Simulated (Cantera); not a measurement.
Cantera run:

```python
import numpy as np
import cantera as ct

gas_names = """
    Cu CuF CuF2 Cu2 F F2 N NF NF2 NF3 N2
""".split()
cond_names = """
    Cu(cr) Cu(L) CuF2(s) CuF2(L)
""".split()


# ... load() reads the species with a 1 bar reference pressure and builds the phases ...
atoms = {
    'Cu': {'Cu': 1},
    'F2': {'F': 2},
    'N2': {'N': 2},
}
top_T = {}  # K; cautious upper limits of use, not melting points


# ... equilibrate(T, P, feed) seeds the gas with the atoms and calls Mixture.equilibrate('TP', solver="vcs", rtol=1e-11, max_steps=5000) ...
results = []
feed = {'Cu': 1, 'F2': 1.3, 'N2': 2.8}  # mol
T = 448.15  # K
P = 17  # Pa
mix = equilibrate(T, P, feed)
results.append((T, P, feed, dict(zip(mix.species_names, mix.species_moles))))
x = sorted(zip(gas.X, gas.species_names), reverse=True)
print(f"T = {T:g} K  P = {P:g} Pa  gas = {mix.phase_moles(0):.4g} mol")
print("   x: " + "  ".join(f"{s} {v:.3e}" for v, s in x if v > 1e-06))
print("   condensed (mol): " + ("  ".join(f"{mix.phase(i).name} {mix.phase_moles(i):.4g}"
      for i in range(1, mix.n_phases) if mix.phase_moles(i) > 1e-12) or "none"))
```

It prints:

```
T = 448.15 K  P = 17 Pa  gas = 2.9 mol
   x: N2 9.310e-01  NF3 6.880e-02  F2 2.367e-04
   condensed (mol): CuF2(s) 1
```

Method: chemical equilibrium by Gibbs-energy minimisation in Cantera with the NASA 1993 tables (ideal gas, pure condensed phases).
